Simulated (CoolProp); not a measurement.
Vapour-liquid equilibrium of nitrogen (1) + oxygen (2) at 111.9 K; x and y are mole fractions of (1).

Values from CoolProp's multi-fluid Helmholtz-energy mixture model, Span 2000 and Schmidt 1985; pair parameters Gernert 2013.

Q: Give the bubble pressure and the first vapour's composition at x = 0.05, 0.5, 0.65. Is there an azeotrope?

A: x = 0.05: 0.6741 MPa, y = 0.117; x = 0.5: 1.122 MPa, y = 0.675; x = 0.65: 1.267 MPa, y = 0.785. No azeotrope shows between x = 0.05 and 0.95.

Pair parameters are fitted to limited data, so mixtures are less certain than the pure fluids. The gap from Raoult's law changes sign with composition, which may be real or a fault of the pair parameters; it wasn't checked against measurements.
